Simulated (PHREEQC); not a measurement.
# Acid rinse or clean: an equilibrium model

Dissolve 0.0018 mol HF and 0.022 mol CuSO4 per kg of water at 56 °C. Closed to the air; pH follows from the charge balance.

Model: ion-association model, wateq4f.dat, run in PHREEQC.

| Property | Result |
|---|---|
| pH | 3.40 |
| ionic strength | 0.0540 mol/kgw |
| total alkalinity | -1.80 meq/kg |

```tsv
species	molality	activity	log γ
Cu+2	0.0135	0.00611	-0.343
SO4-2	0.0130	0.00562	-0.365
CuSO4	0.00841	0.00851	0.005
F-	0.000904	0.000720	-0.099
HF	0.000761	0.000770	0.005
HSO4-	0.000567	0.000458	-0.093
H+	0.000469	0.000395	-0.074
CuF+	0.000128	0.000103	-0.093
HF2-	3.05e-6	2.43e-6	-0.099
H2F2	4.69e-7	4.75e-7	0.005
Cu2(OH)2+2	4.00e-7	1.69e-7	-0.373
```

This is a speciation only: nothing precipitates in the calculation. Complexes and solids missing from the database can't appear. At this temperature some constants are extrapolated from 25 °C, and those without enthalpy data are left unchanged.
